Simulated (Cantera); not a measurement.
Charge: 1 mol SiO₂, 13 mol CO, at 0.490 bar.

Cantera equilibrium calculation (NASA polynomials, part measured and part estimated; ideal gas, pure solids and liquids). Candidate condensed phases: C, Si, SiC, SiO₂; 20 gas species. The tables hold silica as quartz up to 1696 K and as liquid above; real silica turns to tridymite and cristobalite and melts near 1996 K. Kinetics and transport are ignored.

**Question.** Which condensed phases are stable at each of these points (T (K)): 1473, 1548, 1623, 1698, 1773, 1848, 1923, 1998, 2073, 2148, 2223, 2298, 2373, 2448?

**Answer.** 
| T (K) | condensed phases | Si condensed (%) |
|---|---|---|
| 1473 | C(graphite) + SiO₂(β-quartz) | 100.0 |
| 1548 | C(graphite) + SiO₂(β-quartz) | 100.0 |
| 1623 | SiO₂(β-quartz) | 99.8 |
| 1698 | SiO₂(condensed) | 99.5 |
| 1773 | SiO₂(condensed) | 98.9 |
| 1848 | SiO₂(condensed) | 97.8 |
| 1923 | SiO₂(condensed) | 95.9 |
| 1998 | SiO₂(l) | 92.7 |
| 2073 | SiO₂(l) | 87.6 |
| 2148 | SiO₂(l) | 79.6 |
| 2223 | SiO₂(l) | 67.7 |
| 2298 | SiO₂(l) | 50.4 |
| 2373 | SiO₂(l) | 25.9 |
| 2448 | gas only | 0.0 |

From 1473 K to 1548 K the condensed part is C(graphite) + SiO₂(β-quartz). At 1623 K the condensed part is SiO₂(β-quartz). From 1698 K to 1923 K the condensed part is SiO₂(condensed). From 1998 K to 2373 K the condensed part is SiO₂(l). At 2448 K nothing is condensed.
